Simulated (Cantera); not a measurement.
Feed: 1 mol Si, a varied amount of NF₃, at 727 °C and 75.0 Torr.

Method: chemical equilibrium by Gibbs-energy minimisation in Cantera with the NASA 1993 tables (ideal gas, pure condensed phases). Candidate condensed phases: Si, Si₃N₄; 16 gas species. Kinetics and transport are ignored.

### Question
What share of the Si ends up in condensed phases as a function of n(NF₃) (mol), at 0.59, 0.89, 1.2, 1.5, 1.8, 2.1, 2.4, 2.7, 3?

### Answer
```json
[
 {"n(NF₃) (mol)": "0.59", "Si condensed (%)": "55.7", "as": "Si(s) + Si₃N₄(s)"},
 {"n(NF₃) (mol)": "0.89", "Si condensed (%)": "33.2", "as": "Si₃N₄(s)"},
 {"n(NF₃) (mol)": "1.2", "Si condensed (%)": "10.0", "as": "Si₃N₄(s)"},
 {"n(NF₃) (mol)": "1.5", "Si condensed (%)": "0.0", "as": "-"},
 {"n(NF₃) (mol)": "1.8", "Si condensed (%)": "0.0", "as": "-"},
 {"n(NF₃) (mol)": "2.1", "Si condensed (%)": "0.0", "as": "-"},
 {"n(NF₃) (mol)": "2.4", "Si condensed (%)": "0.0", "as": "-"},
 {"n(NF₃) (mol)": "2.7", "Si condensed (%)": "0.0", "as": "-"},
 {"n(NF₃) (mol)": "3", "Si condensed (%)": "0.0", "as": "-"}
]
```
